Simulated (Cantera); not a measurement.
A Cantera script and what it prints.

```python
import numpy as np
import cantera as ct

gas_names = """
    CL CL2 H HCL H2 N NH NH2 NH3 N2 N2H2 N2H4 Si SiCL SiCL2 SiCL3 SiCL4 SiH SiHCL3 SiH2 SiH2CL2 SiH3
    SiH3CL SiH4 SiN Si2 Si2N Si3
""".split()
cond_names = """
    NH4CL(a) NH4CL(b) Si(cr) Si(L) Si3N4(a)
""".split()


# ... load() reads the species with a 1 bar reference pressure and builds the phases ...
atoms = {
    'SiH2Cl2': {'Si': 1, 'H': 2, 'CL': 2},
    'N2': {'N': 2},
}
top_T = {'Si3N4(a)': 2400}  # K; cautious upper limits of use, not melting points


# ... equilibrate(T, P, feed) seeds the gas with the atoms and calls Mixture.equilibrate('TP', solver="vcs", rtol=1e-11, max_steps=5000) ...
results = []
feed = {'SiH2Cl2': 1, 'N2': 9.7}  # mol
T = 1475  # K
P = 35  # Pa
mix = equilibrate(T, P, feed)
results.append((T, P, feed, dict(zip(mix.species_names, mix.species_moles))))
print(gas.report(threshold=0.001))
for i in range(1, mix.n_phases):
    print(f"{mix.phase(i).name:16s} {mix.phase_moles(i):12.5e} mol")
```

Output:

```
       temperature   1475 K
          pressure   35 Pa
           density   8.8521e-05 kg/m^3
  mean mol. weight   31.017 kg/kmol
   phase of matter   gas

                          1 kg             1 kmol
                     ---------------   ---------------
          enthalpy        7.6142e+05        2.3617e+07  J
   internal energy        3.6603e+05        1.1353e+07  J
           entropy             10193        3.1617e+05  J/K
    Gibbs function       -1.4274e+07       -4.4273e+08  J
 heat capacity c_p            1153.3             35773  J/K
 heat capacity c_v            885.27             27459  J/K

                      mass frac. Y      mole frac. X     chem. pot. / RT
                     ---------------   ---------------   ---------------
               HCL          0.077028          0.065533           -43.562
                H2          0.003545          0.054542            -29.42
                N2           0.74557            0.8255            -34.11
             SiCL2           0.16983          0.053217           -63.787
     [  +24 minor]         0.0040258          0.001206

Si(cr)            0.00000e+00 mol
Si3N4(a)          1.26968e-01 mol
```

Equilibrium computed with Cantera from the NASA thermochemical tables; the gas is ideal and each condensed phase is pure. N2 is the only nitrogen source here; it is nearly inert below about 1500 K, so the nitride shown seldom forms there in practice. The tables' values for SiCl3, SiCl are old estimates; treat these amounts as uncertain.
